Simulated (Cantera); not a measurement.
An adiabatic, constant-volume homogeneous reactor starts with CH₄ : O₂ : N₂ = 1 : 4.55 : 17.1 (molar parts), equivalence ratio 0.44, at 1525 K and 25000 Pa.

Computed with Cantera and GRI-Mech 3.0 (53 species, 325 reactions).

x: mole fraction; the columns are a selection and need not sum to one.

| t (s) | T (K) | P (bar) | x CH₄ | x O₂ | x C₂H₂ | x C₂H₆ | x NO | x CO |
|---|---|---|---|---|---|---|---|---|
| 3.00e-6 | 1525 | 0.250 | 0.0442 | 0.201 | <1e-12 | <1e-12 | <1e-12 | <1e-12 |
| 8.05e-6 | 1525 | 0.250 | 0.0441 | 0.201 | <1e-12 | <1e-12 | <1e-12 | <1e-12 |
| 2.16e-5 | 1525 | 0.250 | 0.0441 | 0.201 | <1e-12 | 4.18e-12 | <1e-12 | 1.21e-11 |
| 5.79e-5 | 1525 | 0.250 | 0.0441 | 0.201 | <1e-12 | 1.02e-10 | <1e-12 | 2.00e-10 |
| 0.000155 | 1525 | 0.250 | 0.0441 | 0.201 | <1e-12 | 2.59e-9 | <1e-12 | 4.01e-9 |
| 0.000417 | 1525 | 0.250 | 0.0441 | 0.201 | 2.84e-11 | 8.93e-8 | <1e-12 | 1.16e-7 |
| 0.00112 | 1526 | 0.250 | 0.0439 | 0.201 | (withheld) | (withheld) | <1e-12 | (withheld) |
| 0.00300 | 2343 | 0.392 | <1e-12 | 0.108 | <1e-12 | <1e-12 | 0.000213 | 0.00984 |
| 0.00805 | 2481 | 0.412 | <1e-12 | 0.108 | <1e-12 | <1e-12 | 0.00280 | 0.00601 |
| 0.0216 | 2473 | 0.410 | <1e-12 | 0.105 | <1e-12 | <1e-12 | 0.00800 | 0.00584 |
| 0.0579 | 2464 | 0.408 | <1e-12 | 0.103 | <1e-12 | <1e-12 | 0.0133 | 0.00568 |
| 0.155 | 2462 | 0.408 | <1e-12 | 0.102 | <1e-12 | <1e-12 | 0.0146 | 0.00564 |
| 0.417 | 2462 | 0.408 | <1e-12 | 0.102 | <1e-12 | <1e-12 | 0.0146 | 0.00564 |
| 1.12 | 2462 | 0.408 | <1e-12 | 0.102 | <1e-12 | <1e-12 | 0.0146 | 0.00564 |
| 3.00 | 2462 | 0.408 | <1e-12 | 0.102 | <1e-12 | <1e-12 | 0.0146 | 0.00564 |

Question: Fill in the missing entries.

Answer: 
- 0.00112, x C₂H₂: 6.86e-9
- 0.00112, x C₂H₆: 7.57e-6
- 0.00112, x CO: 9.28e-6
